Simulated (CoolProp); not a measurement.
Vapour-liquid equilibrium of R143a (1) + isobutene (2) at 224.9 K; x and y are mole fractions of (1).

The numbers come from the multi-fluid Helmholtz-energy mixture model, Lemmon and Jacobsen 2000 and Lemmon 2005; pair parameters Bell 2016 in CoolProp.

Question: Give the bubble pressure and the first vapour's composition at x = 0.05, 0.15, 0.65. Is there an azeotrope?

Answer: x = 0.05: 0.2881 bar, y = 0.524; x = 0.15: 0.4824 bar, y = 0.735; x = 0.65: 0.8053 bar, y = 0.889. No azeotrope shows between x = 0.05 and 0.95.

The pair parameters rest on a limited set of measurements; away from them the model extrapolates. With so large a gap from Raoult's law the liquid may split in two, which this calculation doesn't test in full.
